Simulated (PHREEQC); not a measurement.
Make-up at 25 °C and 50 atm: 0.12 mol/kgw HF, 0.12 mol/kgw (NH4)2SiF6 and 0.0014 mol/kgw H2SO4. Closed to the air; pH follows from the charge balance.

Equilibrium calculation in PHREEQC: ion-association model, phreeqc.dat.

This is a speciation only: nothing precipitates in the calculation.

**Question.** Estimate the pH, ionic strength.

**Answer.** pH 1.91; ionic strength 0.376 mol/kgw.

**Question.** In which forms is F present?

**Answer.** SiF6-2 86 %, HF 12 %, F- 1.1 %, HF2- 0.9 % of the F.

Under pressure, the constants of complexes without a molar volume in the database are unreliable. SiF6-2 is the database's only silicon fluoride.
